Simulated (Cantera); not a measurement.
Feed: 1 mol Si3N4, 0.0019 mol H2O, 2.3 mol H2, 0.083 mol O2, at 0.0140 bar.

Cantera equilibrium calculation (NASA polynomials, part measured and part estimated; ideal gas, pure solids and liquids). Candidate condensed phases: H2O, Si, SiO2, Si2N2O, Si3N4; 35 gas species. Mutual solubility and eutectic melting of coexisting phases are not modelled. The tables' values for SiN are old estimates; treat these amounts as uncertain. Gases not in the tables: Si2H6 and higher silanes. Rates play no part.

log p: log10 of the partial pressure in bar; n: condensed amount in mol.

```csv
T (K),log p H2,log p N2,log p SiO,log p H,log p Si,log p SiH,log p Si2N,n Si2N2O(s),n Si3N4(s),n Si(s),n Si(l)
1573,-1.86,-3.48,-5.41,-5.32,-7.43,-7.98,…,0.167,0.888,0,0
1623,-1.87,-3.35,-4.87,-5.09,-6.81,-7.44,…,0.166,0.880,0.0276,0
1673,-1.89,-3.00,-4.43,-4.89,-6.38,-7.09,…,0.161,0.831,0.178,0
1723,-1.94,-2.63,-4.04,-4.71,-6.01,-6.82,…,0.150,0.689,0,0.615
1773,-2.09,-2.25,-3.67,-4.59,-5.67,-6.63,…,0.108,0.151,0,2.27
1823,-2.14,-2.20,-3.28,-4.44,-5.35,-6.40,…,0,0,0,2.83
1873,-2.14,-2.20,-3.28,-4.26,-5.05,-6.16,…,0,0,0,2.83
1923,-2.15,-2.20,-3.28,-4.10,-4.77,-5.93,…,0,0,0,2.83
1973,-2.15,-2.21,-3.28,-3.94,-4.50,-5.72,…,0,0,0,2.82
```

Q: Some entries are withheld; supply them.

A: 
- 1573, log p Si2N: -9.14
- 1623, log p Si2N: -8.35
- 1673, log p Si2N: -7.80
- 1723, log p Si2N: -7.33
- 1773, log p Si2N: -6.90
- 1823, log p Si2N: -6.64
- 1873, log p Si2N: -6.43
- 1923, log p Si2N: -6.22
- 1973, log p Si2N: -6.03
